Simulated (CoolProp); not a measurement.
A single-stage vapour-compression cycle with the fluid: evaporating at 294.15 K (dew point), condensing at 350.15 K (bubble point), superheat 5 K, subcooling 5 K, compressor efficiency 0.8, no pressure losses. The same conditions are run with several fluids, on thermodynamics alone (safety and materials aside).

The numbers come from the reference Helmholtz-energy equation of state of each fluid (R22: Kamei 1995; chloromethane (R40): Thol 2014; chlorine: Thol 2021; tetrahydrofuran: Fiedler 2023; n-perfluoropentane: Gao 2022; R113: Marx 1992) in CoolProp.

```csv
fluid,cooling COP,pressure ratio,discharge temperature (K),refrigerating effect (kJ/kg),volumetric capacity (kJ/m³)
R22,2.89,3.69,?,120,4620
chloromethane (R40),3.39,4.03,411.2,297,3410
chlorine,3.33,3.67,433.7,?,4390
tetrahydrofuran,3.70,?,380.6,?,?
n-perfluoropentane,2.49,5.96,350.1,41.4,370
R113,3.44,6.40,350.2,108,316
```

Question: Some entries are withheld; supply them.

Answer: 
- R22, discharge temperature (K): 384.1
- chlorine, refrigerating effect (kJ/kg): 201
- tetrahydrofuran, pressure ratio: 7.91
- tetrahydrofuran, refrigerating effect (kJ/kg): 362
- tetrahydrofuran, volumetric capacity (kJ/m³): 191

The compression ends wet for: n-perfluoropentane.
